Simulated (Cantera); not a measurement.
A closed system holds: 1 mol SiHCl3, 95 mol N2, at 1250 K and 0.100 bar.

Method: chemical equilibrium by Gibbs-energy minimisation in Cantera with the NASA 1993 tables (ideal gas, pure condensed phases). Candidate condensed phases: NH4Cl, Si, Si3N4; 28 gas species. N2 is the only nitrogen source here; it is nearly inert below about 1500 K, so the nitride shown seldom forms there in practice. The tables' values for SiCl3 are old estimates; treat these amounts as uncertain. Kinetics and transport are ignored.

Problem. What is the equilibrium state?

Solution. 
- x(N2) = 0.984
- x(HCl) = 0.00972
- x(SiCl4) = 0.00514
- x(H2) = 0.000335
- x(SiCl3) = 0.000245
- x(SiCl2) = 8.38e-5
- x(SiHCl3) = 6.30e-6
- n(Si3N4(s)) = 0.158 mol
- gas amount = 96.18 mol
- log10 activity of Si(s) (absent) = -3.93
